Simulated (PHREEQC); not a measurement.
Dissolve 0.029 mol/kgw CdCl2, 0.0093 mol/kgw MgSO4, 0.019 mol/kgw HCl and 0.029 mol/kgw NaCl at 25 °C. Closed to the air; pH follows from the charge balance.

All values are PHREEQC results (ion-association model, phreeqc.dat), not measurements.

This is a speciation only: nothing precipitates in the calculation.

Problem. Order these Cd species by the share of Cd that they hold, largest first: CdCl3-, CdCl+, CdCl2, Cd+2, CdSO4.

Solution. CdCl+ (61 %), Cd+2 (23 %), CdCl2 (12 %), CdSO4 (3.5 %), CdCl3- (0.61 %)

The pH is 1.87 and the ionic strength 0.111 mol/kgw. Complexes and solids missing from the database can't appear.
